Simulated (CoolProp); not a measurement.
Vapour-liquid equilibrium of R1234yf (1) + R227EA (2) at 0.000466 MPa; x and y are mole fractions of (1).

Computed with CoolProp (multi-fluid Helmholtz-energy mixture model, Lemmon 2022 and Lemmon 2016; pair parameters Bell 2016).

```csv
x,bubble temperature (°C),y at the bubble point,dew temperature at overall composition x (°C),liquid density (mol/L)
0.05,-96.7,0.152,-95.9,10.64
0.2,-99.3,0.460,-97.0,10.96
0.35,-101.3,0.647,-98.3,11.28
0.5,-102.9,0.773,-99.7,11.62
0.65,-104.3,0.864,-101.3,11.97
0.8,-105.5,0.933,-103.3,12.33
0.95,-106.6,0.985,-105.9,12.71
```

No azeotrope shows between x = 0.05 and 0.95.

The pair parameters rest on a limited set of measurements; away from them the model extrapolates.
